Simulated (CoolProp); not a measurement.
R404A along the isobar 12.4 bar: Z from the reference equation and from simpler models built on Tc = 345.3 K, pc = 37.35 bar, ω = 0.293; each cubic takes its own stable root.

Model: reference Helmholtz-energy equation of state, Lemmon 2003, in CoolProp. It is a pseudo-pure fit of the blend.

```
T (K)   phase  reference
-----  ------  ---------
257.4  liquid    0.04669
282.4  liquid    0.04616
332.4     gas     0.8468
357.4     gas     0.8856
382.4     gas     0.9122
407.4     gas     0.9313
432.4     gas     0.9456
457.4     gas     0.9566
482.4     gas     0.9652
```

Problem. How far does each simpler model (van der Waals, Redlich-Kwong, Soave-Redlich-Kwong, Peng-Robinson) lie from the reference over these 9 states: mean and median of the absolute difference, and the worst?

Solution. 
- van der Waals: mean 192.4 %, median 0.8 %, worst +1650.0 % at 282.4 K and 12.4 bar
- Redlich-Kwong: mean 5.4 %, median 0.6 %, worst +23.9 % at 282.4 K and 12.4 bar
- Soave-Redlich-Kwong: mean 4.1 %, median 0.7 %, worst +16.8 % at 282.4 K and 12.4 bar
- Peng-Robinson: mean 0.8 %, median 0.5 %, worst +2.9 % at 282.4 K and 12.4 bar

At some of these states van der Waals gives the other phase, because its saturation line lies elsewhere.
